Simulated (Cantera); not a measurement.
Input (Python, Cantera):

```python
import numpy as np
import cantera as ct

gas = ct.Solution("gri30.yaml")
gas.TPX = 1623, 101325, {'C2H4': 1, 'O2': 2.5, 'N2': 27.5, 'H2O': 0.84}
reactor = ct.IdealGasConstPressureReactor(gas, energy="on", clone=False)
net = ct.ReactorNet([reactor])
net.rtol, net.atol = 1e-08, 1e-16
show = ['C2H4', 'O2', 'H2O', 'C2H', 'H2']
times = np.geomspace(4e-06, 0.5, 11)

steps = ct.SolutionArray(gas, extra=["t"])
rows = []
print(f"{'t/s':>10s}{'T/K':>9s}{'P/Pa':>11s}" + "".join(f"{s:>11s}" for s in show))
for t in times:
    while net.time < t:
        t_next = net.step()
        steps.append(gas.state, t=t_next)
    rows.append([np.interp(t, steps.t, y) for y in (steps.T, steps.P, *steps(*show).X.T)])
    print(f"{t:10.3e}{rows[-1][0]:9.1f}{rows[-1][1]:11.4g}" + "".join(f"{x:11.3e}" for x in rows[-1][2:]))
rate = np.gradient(steps.T, steps.t)
print("integrator steps:", len(steps.t))
if steps.T.max() > steps.T[0] + 200:
    print(f"time of steepest temperature rise: {steps.t[rate.argmax()]:.4e} s")
gas.TPX = 1623, 101325, {'C2H4': 1, 'O2': 2.5, 'N2': 27.5, 'H2O': 0.84}
gas.equilibrate("HP")
print(f"equilibrium (HP): T = {gas.T:.1f} K  " + "  ".join(f"{s} {gas[s].X[0]:.3e}" for s in show))
```

Result:

```
       t/s      T/K       P/Pa       C2H4         O2        H2O        C2H         H2
 4.000e-06   1623.0  1.013e+05  3.140e-02  7.852e-02  2.638e-02  3.272e-13  9.204e-06
 1.293e-05   1622.9  1.013e+05  3.135e-02  7.850e-02  2.638e-02  6.350e-11  3.852e-05
 4.183e-05   1979.0  1.013e+05  6.311e-04  3.115e-02  5.481e-02  1.711e-05  1.982e-02
 1.352e-04   2151.6  1.013e+05  4.293e-24  8.443e-03  6.022e-02  1.380e-21  1.484e-02
 4.373e-04   2262.2  1.013e+05  2.418e-24  5.900e-03  6.648e-02  2.013e-21  1.282e-02
 1.414e-03   2366.2  1.013e+05  2.372e-24  2.958e-03  7.275e-02  3.471e-21  1.040e-02
 4.573e-03   2415.7  1.013e+05  4.019e-24  1.359e-03  7.588e-02  5.418e-21  9.162e-03
 1.479e-02   2420.0  1.013e+05  4.857e-24  1.108e-03  7.623e-02  6.012e-21  9.092e-03
 4.782e-02   2417.1  1.013e+05  5.218e-24  1.050e-03  7.613e-02  6.152e-21  9.213e-03
 1.546e-01   2416.5  1.013e+05  5.295e-24  1.039e-03  7.611e-02  6.179e-21  9.238e-03
 5.000e-01   2416.5  1.013e+05  5.295e-24  1.039e-03  7.611e-02  6.180e-21  9.239e-03
integrator steps: 1505
time of steepest temperature rise: 3.9935e-05 s
equilibrium (HP): T = 2416.5 K  C2H4 5.719e-24  O2 1.039e-03  H2O 7.611e-02  C2H 6.630e-21  H2 9.239e-03
```

Cantera simulation using GRI-Mech 3.0 (53 species, 325 reactions); the numbers are that mechanism's predictions, not measurements. GRI-Mech 3.0 was tuned for natural gas; its chemistry of ethylene as a main component is partial and can be far from experiment.
